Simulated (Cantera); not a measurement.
A freely propagating, adiabatic, planar premixed flame of H₂ : O₂ : N₂ : H₂O = 1 : 0.208 : 0.783 : 0.096 (molar parts), equivalence ratio 2.4, unburnt at 450 K and 110000 Pa; mixture-averaged transport, grid criteria slope 0.08 and curve 0.16, no radiation.

Model: the H2/O2 subset of GRI-Mech 3.0, which has no nitrogen chemistry, integrated in Cantera. Burning velocities carry a grid error of a few per cent, more on coarse grids.

Question: How do the results move with these cheaper or finer settings: unity-Lewis-number transport; multicomponent transport; multicomponent+Soret transport; grid criteria slope 0.5, curve 1; grid criteria slope 0.25, curve 0.5; grid criteria slope 0.03, curve 0.06?

Answer: 
| setting | laminar burning velocity | thermal thickness | peak x(HO₂) | peak x(O) | grid points |
|---|---|---|---|---|---|
| as above | 476 cm/s | 0.344 mm | 0.000430 | 0.00181 | 123 |
| unity-Lewis-number transport | 284 cm/s | 0.336 mm | 0.000294 | 0.00121 | 98 |
| multicomponent transport | 466 cm/s | 0.349 mm | 0.000425 | 0.00176 | 124 |
| multicomponent+Soret transport | 452 cm/s | 0.339 mm | 0.000436 | 0.00178 | 123 |
| grid criteria slope 0.5, curve 1 | 518 cm/s | 0.460 mm | 0.000375 | 0.00162 | 45 |
| grid criteria slope 0.25, curve 0.5 | 483 cm/s | 0.380 mm | 0.000418 | 0.00170 | 59 |
| grid criteria slope 0.03, curve 0.06 | 474 cm/s | 0.336 mm | 0.000433 | 0.00183 | 285 |
Unity Lewis numbers drop preferential diffusion, which matters most where H2 and H carry the flame; Soret adds thermal diffusion.
